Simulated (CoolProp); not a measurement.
Vapour-liquid equilibrium of ethylene (1) + propylene (2) at -80.95 °C; x and y are mole fractions of (1).

Computed with CoolProp (multi-fluid Helmholtz-energy mixture model, Smukala 2000 and Lemmon 2013; pair parameters Bell 2016).

```
x     bubble pressure, mixture model (MPa)  bubble pressure, Raoult's law (MPa)  y, mixture model  y, Raoult's law
----  ------------------------------------  -----------------------------------  ----------------  ---------------
0.05                               0.03294                              0.03191             0.522            0.511
0.2                                0.08226                              0.07839             0.835            0.832
0.35                                0.1301                               0.1249             0.912            0.915
0.5                                 0.1759                               0.1714             0.948            0.952
0.65                                0.2202                               0.2178             0.969            0.974
0.8                                 0.2642                               0.2643             0.984            0.988
0.95                                0.3101                               0.3108             0.996            0.997
```

The largest gap from Raoult's law is +4.9 % in bubble pressure, at x = 0.2. No azeotrope shows between x = 0.05 and 0.95.

The pair parameters rest on a limited set of measurements; away from them the model extrapolates.
